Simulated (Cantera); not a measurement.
A perfectly stirred reactor is fed with H₂ : O₂ : N₂ = 0.0082 : 1 : 0.57 (molar parts), equivalence ratio 0.0041, at 0.0267 bar; it is held at 1000 K, and followed from long to short residence time.

Computed with Cantera and the H2/O2 subset of GRI-Mech 3.0, which has no nitrogen chemistry. Radical loss at walls, strong at low pressure, is not modelled.

One state of this run: x H₂ = 8.22e-5; x O₂ = 0.633; x HO₂ = 7.99e-7; x H₂O = 0.00509; x O = 0.000203; x OH = 5.76e-5; x H = 4.79e-6. x: mole fraction; the columns are a selection and need not sum to one.

### Question
Which value of τ (s) does it belong to?
A) 28
B) 0.037
C) 0.64
D) 1.7

### Answer
D, 1.7
